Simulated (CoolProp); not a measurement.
The fluid at 293.15 K and 1.29 MPa flows at 0.17 m/s in a round tube of 10 mm bore and 0.25 µm roughness, fully developed (64/Re and Nu = 3.66 if laminar; Colebrook and Gnielinski if turbulent). The same conditions are run with several fluids, on thermodynamics alone (safety and materials aside).

The numbers come from the reference Helmholtz-energy equation of state of each fluid (methane: Setzmann 1991; CF4 (R14): Platzer 1990; normal hydrogen: Leachman 2009; oxygen: Schmidt 1985; R13: Platzer 1990) in CoolProp. The equations of Platzer and Polt are older, rougher fits.

Question: Rank methane, CF4 (R14), normal hydrogen, oxygen, R13 by Reynolds number, highest first.

Answer: R13 (7520), CF4 (R14) (4720), oxygen (1410), methane (1320), normal hydrogen (204)

```json
[
 {"fluid": "methane", "Darcy friction factor": "0.0485", "pressure drop (Pa/m)": "0.610", "heat-transfer coefficient (W/(m² K))": "12.5", "mass flow (kg/h)": "0.418"},
 {"fluid": "CF4 (R14)", "Darcy friction factor": "0.0381", "pressure drop (Pa/m)": "2.70", "heat-transfer coefficient (W/(m² K))": "25.8", "mass flow (kg/h)": "2.36"},
 {"fluid": "normal hydrogen", "Darcy friction factor": "0.313", "pressure drop (Pa/m)": "0.479", "heat-transfer coefficient (W/(m² K))": "67.7", "mass flow (kg/h)": "0.0509"},
 {"fluid": "oxygen", "Darcy friction factor": "0.0452", "pressure drop (Pa/m)": "1.12", "heat-transfer coefficient (W/(m² K))": "9.70", "mass flow (kg/h)": "0.821"},
 {"fluid": "R13", "Darcy friction factor": "0.0334", "pressure drop (Pa/m)": "3.09", "heat-transfer coefficient (W/(m² K))": "32.2", "mass flow (kg/h)": "3.08"}
]
```

Transport values come from each fluid's own correlations; those of CF4 (R14), R13 are estimates that may be off by 10 % or more.
